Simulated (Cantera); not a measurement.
A perfectly stirred reactor is fed with 5.48 % CH4, 1.59 % C2H6, 1.32 % C3H8, 19.2 % O2, 72.4 % N2, at 7500 Torr; it is adiabatic with a 650 K inlet, and is followed from long to short residence time, starting on the burning branch (τ in s: 0.22, 0.1, 0.048, 0.022, 0.01, 0.0048, 0.0023, 0.0011, 0.00049, 0.00023, 0.00011, 5e-05).

Cantera simulation using GRI-Mech 3.0 (53 species, 325 reactions); the numbers are that mechanism's predictions, not measurements. GRI-Mech 3.0 was tuned for natural gas; its chemistry of propane as a main component is partial and can be far from experiment.

Q: Predict: blow-out, bracketed by the residence times tried; x(CH4) at τ = 0.220 s; x(C2H6) at τ = 0.220 s; x(C3H8) at τ = 0.220 s; x(CH2) at τ = 0.220 s; x(NO2) at τ = 0.220 s; x(CH4) at τ = 2.30 ms; x(C2H6) at τ = 2.30 ms; x(C3H8) at τ = 2.30 ms; x(CH2) at τ = 2.30 ms; x(NO2) at τ = 2.30 ms.

A: 
```json
{
  "blow_out_bracketed_by_the_residence_times_tried": "burning at 50.0 µs, the shortest tried",
  "x(CH4) at τ = 0.220 s": "8.59e-7",
  "x(C2H6) at τ = 0.220 s": "3.59e-9",
  "x(C3H8) at τ = 0.220 s": "3.49e-9",
  "x(CH2) at τ = 0.220 s": "2.13e-8",
  "x(NO2) at τ = 0.220 s": "2.70e-8",
  "x(CH4) at τ = 2.30 ms": "3.06e-5",
  "x(C2H6) at τ = 2.30 ms": "3.05e-7",
  "x(C3H8) at τ = 2.30 ms": "2.64e-7",
  "x(CH2) at τ = 2.30 ms": "1.42e-6",
  "x(NO2) at τ = 2.30 ms": "5.61e-8"
}
```
